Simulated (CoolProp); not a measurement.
Vapour-liquid equilibrium of trans-2-butene (1) + acetone (2) at 0.0946 MPa; x and y are mole fractions of (1).

Values from CoolProp's multi-fluid Helmholtz-energy mixture model, Lemmon 2005 and Lemmon 2006; pair parameters Bell 2016.

Problem. Give the bubble temperature and the first vapour's composition at x = 0.2, 0.65, 0.8. Is there an azeotrope?

Solution. x = 0.2: 15.1 °C, y = 0.820; x = 0.65: 2.9 °C, y = 0.923; x = 0.8: 1.5 °C, y = 0.940. No azeotrope shows between x = 0.05 and 0.95.

Pair parameters are fitted to limited data, so mixtures are less certain than the pure fluids. With so large a gap from Raoult's law the liquid may split in two, which this calculation doesn't test in full.
